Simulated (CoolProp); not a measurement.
C3F8 (R218) at 361.37 K and 7.16 MPa flows at 3.7 m/s in a round tube of 6 mm bore and 45 µm roughness, fully developed (64/Re and Nu = 3.66 if laminar; Colebrook and Gnielinski if turbulent). Each further row changes one setting.

Model: reference Helmholtz-energy equation of state, Lemmon 2006, in CoolProp. It is a short technical equation, of lower accuracy than the large ones.

```tsv
case	Reynolds number	Darcy friction factor	pressure drop (Pa/m)	heat-transfer coefficient (W/(m² K))	mass flow (kg/h)
as stated	257000	0.0348	42000	11400	399
velocity 7.4 m/s	514000	0.0346	168000	22800	799
diameter 12 mm	514000	0.0281	17000	9710	1600
```

Viscosity comes from a separate model (Huber 2003), an estimate that may be off by 10 % or more. Thermal conductivity comes from a separate model (Huber 2003), an estimate that may be off by 10 % or more.
